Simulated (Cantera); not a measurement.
A freely propagating, adiabatic, planar premixed flame of H2 : O2 : N2 = 1 : 0.25 : 0.675 (molar parts), equivalence ratio 2.0, unburnt at 550 K and 0.450 bar; mixture-averaged transport, grid criteria slope 0.08 and curve 0.16, no radiation.

Cantera simulation using the H2/O2 subset of GRI-Mech 3.0, which has no nitrogen chemistry; the numbers are that mechanism's predictions, not measurements. Burning velocities carry a grid error of a few per cent, more on coarse grids.

Q: Predict: laminar burning velocity; thermal thickness; peak x(HO2); peak x(OH); peak x(O); peak x(H2O2).

A: 
| Property | Value |
|---|---|
| laminar burning velocity | 867 cm/s |
| thermal thickness | 1.17 mm |
| peak x(HO2) | 0.000173 |
| peak x(OH) | 0.00787 |
| peak x(O) | 0.00600 |
| peak x(H2O2) | 5.71e-6 |
